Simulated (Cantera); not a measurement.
A Cantera script and its output.

```python
import numpy as np
import cantera as ct

gas = ct.Solution("gri30.yaml")
gas.TPX = 925, 14000, {'CO': 0.015, 'O2': 0.003, 'H2O': 0.00038, 'N2': 1}
reactor = ct.IdealGasConstPressureReactor(gas, energy="off", clone=False)
net = ct.ReactorNet([reactor])
net.rtol, net.atol = 1e-08, 1e-18
show = ['CO', 'O2', 'H2O', 'N2O', 'HO2', 'NO2']
times = np.geomspace(0.0002, 30, 10)

steps = ct.SolutionArray(gas, extra=["t"])
rows = []
print(f"{'t/s':>10s}{'T/K':>9s}{'P/Pa':>11s}" + "".join(f"{s:>11s}" for s in show))
for t in times:
    while net.time < t:
        t_next = net.step()
        steps.append(gas.state, t=t_next)
    rows.append([np.interp(t, steps.t, y) for y in (steps.T, steps.P, *steps(*show).X.T)])
    print(f"{t:10.3e}{rows[-1][0]:9.1f}{rows[-1][1]:11.4g}" + "".join(f"{x:11.3e}" for x in rows[-1][2:]))
rate = np.gradient(steps.T, steps.t)
print("integrator steps:", len(steps.t))
if steps.T.max() > steps.T[0] + 200:
    print(f"time of steepest temperature rise: {steps.t[rate.argmax()]:.4e} s")
gas.TPX = 925, 14000, {'CO': 0.015, 'O2': 0.003, 'H2O': 0.00038, 'N2': 1}
gas.equilibrate("TP")
print(f"equilibrium (TP): T = {gas.T:.1f} K  " + "  ".join(f"{s} {gas[s].X[0]:.3e}" for s in show))
```

Output:

```
       t/s      T/K       P/Pa         CO         O2        H2O        N2O        HO2        NO2
 2.000e-04    925.0    1.4e+04  1.473e-02  2.946e-03  3.731e-04  3.328e-20  2.280e-18  3.490e-38
 7.519e-04    925.0    1.4e+04  1.473e-02  2.946e-03  3.731e-04  4.466e-19  1.244e-17  1.917e-36
 2.827e-03    925.0    1.4e+04  1.473e-02  2.946e-03  3.731e-04  6.276e-18  3.407e-16  1.874e-34
 1.063e-02    925.0    1.4e+04  1.473e-02  2.946e-03  3.731e-04  8.707e-17  1.618e-14  2.865e-32
 3.995e-02    925.0    1.4e+04  1.473e-02  2.946e-03  3.731e-04  1.177e-15  5.797e-13  1.220e-29
 1.502e-01    925.0    1.4e+04  1.473e-02  2.946e-03  3.731e-04  1.558e-14  1.239e-11  1.100e-26
 5.646e-01    925.0    1.4e+04  1.473e-02  2.946e-03  3.731e-04  3.209e-13  2.876e-10  2.688e-23
 2.123e+00    925.0    1.4e+04  1.472e-02  2.938e-03  3.727e-04  7.114e-10  1.079e-07  7.479e-15
 7.980e+00    925.0    1.4e+04  8.700e-03  2.629e-08  2.101e-04  1.253e-09  3.247e-12  2.802e-15
 3.000e+01    925.0    1.4e+04  8.679e-03  3.174e-10  1.899e-04  1.270e-09  3.822e-14  2.327e-16
integrator steps: 1872
equilibrium (TP): T = 925.0 K  CO 8.588e-03  O2 5.603e-23  H2O 9.828e-05  N2O 8.807e-21  HO2 3.224e-28  NO2 1.359e-28
```

Model: GRI-Mech 3.0 (53 species, 325 reactions), integrated in Cantera.
